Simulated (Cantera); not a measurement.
Cantera with NASA thermochemical tables; ideal gases at 1 bar, condensed phases pure. Values are per mole of reaction as written; species without (g) are pure solids or liquids, kept so even where they would boil at 1 bar.

2 FeCl2(g) + O3(g) = Fe2O3 + 2 Cl2(g)

```tsv
T (K)	ΔH° (kJ)	ΔS° (J/K)	ΔG° (kJ)	log10 K
1475	?	?	?	?
1525	?	?	?	?
1575	?	?	?	?
1625	?	?	?	?
1675	-631.3	-238.1	-232.4	7.25
1725	-629.9	-237.3	-220.5	6.68
```

Q: Complete the blanks.

A: 
- 1475, ΔH° (kJ): -637.1
- 1475, ΔS° (J/K): -241.8
- 1475, ΔG° (kJ): -280.4
- 1475, log10 K: 9.93
- 1525, ΔH° (kJ): -635.6
- 1525, ΔS° (J/K): -240.8
- 1525, ΔG° (kJ): -268.3
- 1525, log10 K: 9.19
- 1575, ΔH° (kJ): -634.1
- 1575, ΔS° (J/K): -239.9
- 1575, ΔG° (kJ): -256.3
- 1575, log10 K: 8.50
- 1625, ΔH° (kJ): -632.7
- 1625, ΔS° (J/K): -239.0
- 1625, ΔG° (kJ): -244.4
- 1625, log10 K: 7.85
